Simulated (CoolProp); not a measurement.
Vapour-liquid equilibrium of ethane (1) + propane (2) at 266.4 K; x and y are mole fractions of (1).

The numbers come from the multi-fluid Helmholtz-energy mixture model, Bücker 2006 and Lemmon 2009; pair parameters Kunz 2012 in CoolProp.

```json
[
 {"x": "0.05", "bubble pressure (MPa)": "0.4528", "y at the bubble point": "0.179", "dew pressure at overall composition x (MPa)": "0.4011", "liquid density (mol/L)": "12.30"},
 {"x": "0.125", "bubble pressure (MPa)": "0.5562", "y at the bubble point": "0.366", "dew pressure at overall composition x (MPa)": "0.4297", "liquid density (mol/L)": "12.46"},
 {"x": "0.2", "bubble pressure (MPa)": "0.6605", "y at the bubble point": "0.497", "dew pressure at overall composition x (MPa)": "0.4627", "liquid density (mol/L)": "12.61"},
 {"x": "0.275", "bubble pressure (MPa)": "0.7667", "y at the bubble point": "0.595", "dew pressure at overall composition x (MPa)": "0.5009", "liquid density (mol/L)": "12.77"},
 {"x": "0.35", "bubble pressure (MPa)": "0.8757", "y at the bubble point": "0.672", "dew pressure at overall composition x (MPa)": "0.5458", "liquid density (mol/L)": "12.92"},
 {"x": "0.425", "bubble pressure (MPa)": "0.9881", "y at the bubble point": "0.734", "dew pressure at overall composition x (MPa)": "0.5992", "liquid density (mol/L)": "13.07"},
 {"x": "0.5", "bubble pressure (MPa)": "1.105", "y at the bubble point": "0.786", "dew pressure at overall composition x (MPa)": "0.6636", "liquid density (mol/L)": "13.21"},
 {"x": "0.575", "bubble pressure (MPa)": "1.226", "y at the bubble point": "0.831", "dew pressure at overall composition x (MPa)": "0.7427", "liquid density (mol/L)": "13.35"},
 {"x": "0.65", "bubble pressure (MPa)": "1.352", "y at the bubble point": "0.869", "dew pressure at overall composition x (MPa)": "0.8420", "liquid density (mol/L)": "13.48"},
 {"x": "0.725", "bubble pressure (MPa)": "1.483", "y at the bubble point": "0.903", "dew pressure at overall composition x (MPa)": "0.9698", "liquid density (mol/L)": "13.59"},
 {"x": "0.8", "bubble pressure (MPa)": "1.621", "y at the bubble point": "0.933", "dew pressure at overall composition x (MPa)": "1.140", "liquid density (mol/L)": "13.69"},
 {"x": "0.875", "bubble pressure (MPa)": "1.764", "y at the bubble point": "0.960", "dew pressure at overall composition x (MPa)": "1.374", "liquid density (mol/L)": "13.77"},
 {"x": "0.95", "bubble pressure (MPa)": "1.915", "y at the bubble point": "0.984", "dew pressure at overall composition x (MPa)": "1.711", "liquid density (mol/L)": "13.82"}
]
```

No azeotrope shows between x = 0.05 and 0.95.

The pair parameters rest on a limited set of measurements; away from them the model extrapolates.
